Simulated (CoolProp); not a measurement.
Computed with CoolProp (reference Helmholtz-energy equation of state, Penoncello 2003).

Question: For CHF3 (R23), give the phase and the cv (kJ/(kg K)), speed of sound (m/s), conductivity (mW/(m K)) at 80.75 °C and 0.101 bar; 148.75 °C and 0.258 bar; 131.85 °C and 0.183 bar.

Answer: 
- 80.75 °C and 0.101 bar: gas; cv 0.690, speed of sound 222, conductivity 16.5
- 148.75 °C and 0.258 bar: gas; cv 0.780, speed of sound 240, conductivity 20.1
- 131.85 °C and 0.183 bar: gas; cv 0.759, speed of sound 236, conductivity 19.2

Thermal conductivity comes from a separate model (Shan 2000).
